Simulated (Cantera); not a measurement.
Feed: 1 mol B₂O₃, 0.98 mol N₂, at 798.15 K and 1.33 mbar.

Equilibrium computed with Cantera from the NASA thermochemical tables; the gas is ideal and each condensed phase is pure. Candidate condensed phases: B, BN, B₂O₃; 17 gas species. The numbers say what is thermodynamically allowed, not how fast it happens.

Base state: N₂ 1.00 (mole fractions); condensed: B₂O₃(l).

Task: What changes in the equilibrium state with this change: temperature from 798.15 K to 2298 K?

Result: 
```csv
species,before,after
N₂,1.00,0.456
B₂O₃,<1e-9,0.393
BO,<1e-9,0.0788
BO₂,<1e-9,0.0644
O,<1e-9,0.00490
O₂,<1e-9,0.00133
"B₂O₃(l), mol",1.00,0
```
